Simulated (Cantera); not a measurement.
A perfectly stirred reactor is fed with 37.0 % H2, 13.2 % O2, 49.6 % N2, 0.137 % NO, at 1200000 Pa; it is adiabatic with a 475 K inlet, and is followed from long to short residence time, starting on the burning branch (τ in s: 0.029, 0.013, 0.0054, 0.0023, 0.001, 0.00043, 0.00018, 7.9e-05, 3.4e-05, 1.5e-05, 6.3e-06).

Detailed kinetics in Cantera: GRI-Mech 3.0 (53 species, 325 reactions). The hydrogen kinetics of GRI-Mech 3.0 are dated; newer H2 mechanisms differ, most at raised pressure. The pressure lies above the range GRI-Mech 3.0 was tuned for (to about 10 atm). The mechanism lacks 2 NO + O2 → 2 NO2 and HONO, so NO2 and the effect of NO are under-described below about 1400 K.

Question: Predict: blow-out, bracketed by the residence times tried; x(H2) at τ = 29.0 ms; x(O2) at τ = 29.0 ms; x(NO) at τ = 29.0 ms; x(OH) at τ = 29.0 ms; x(HO2) at τ = 29.0 ms; x(H2) at τ = 0.430 ms; x(O2) at τ = 0.430 ms; x(NO) at τ = 0.430 ms; x(OH) at τ = 0.430 ms; x(HO2) at τ = 0.430 ms.

Answer: 
```json
{
  "blow_out_bracketed_by_the_residence_times_tried": "burning at 6.30 µs, the shortest tried",
  "x(H2) at τ = 29.0 ms": "0.120",
  "x(O2) at τ = 29.0 ms": "2.11e-5",
  "x(NO) at τ = 29.0 ms": "0.000208",
  "x(OH) at τ = 29.0 ms": "0.00102",
  "x(HO2) at τ = 29.0 ms": "3.31e-8",
  "x(H2) at τ = 0.430 ms": "0.120",
  "x(O2) at τ = 0.430 ms": "0.000343",
  "x(NO) at τ = 0.430 ms": "0.000801",
  "x(OH) at τ = 0.430 ms": "0.00217",
  "x(HO2) at τ = 0.430 ms": "6.04e-7"
}
```
